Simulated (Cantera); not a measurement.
Mixture: CH₄ : O₂ : N₂ = 1 : 2.2 : 8.26 (molar parts), equivalence ratio 0.91, at 0.355 atm, adiabatic and at constant pressure. Ignition delay is the time to a rise of 400 K.

Cantera simulation using GRI-Mech 3.0 (53 species, 325 reactions); the numbers are that mechanism's predictions, not measurements.

**Question.** What does this change do: pressure from 0.355 atm to 5.43 atm?

**Answer.** 
```csv
quantity,before,after
delay at 1050 K,1.16 s,69.6 ms
delay at 1125 K,0.321 s,23.4 ms
delay at 1200 K,99.0 ms,8.61 ms
delay at 1275 K,33.7 ms,3.40 ms
delay at 1350 K,12.7 ms,1.43 ms
delay at 1425 K,5.33 ms,0.637 ms
apparent activation energy between 1275 and 1425 K,190 kJ/mol,170 kJ/mol
```
